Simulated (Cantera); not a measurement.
Feed: 1 mol C, 2.2 mol H2O, held at 8.00 bar.

Cantera equilibrium calculation (NASA polynomials, part measured and part estimated; ideal gas, pure solids and liquids). Candidate condensed phases: C, C6H6, C7H8, C8H18, H2O; 110 gas species. The numbers say what is thermodynamically allowed, not how fast it happens. All values below are at 973 K.

Base state: H2 0.330, H2O 0.316, CO2 0.175, CO 0.113, CH4 0.0660 (mole fractions); condensed: gas only.

Task: What changes in the equilibrium state with this change: C replaced by C2H6?

Result: 
| species | before | after |
|---|---|---|
| H2 | 0.330 | 0.437 |
| H2O | 0.316 | 0.203 |
| CH4 | 0.0660 | 0.196 |
| CO2 | 0.175 | 0.0701 |
| CO | 0.113 | 0.0935 |
| C2H6 | 1.82e-6 | 1.22e-5 |
| C(graphite), mol | 0 | 0.188 |
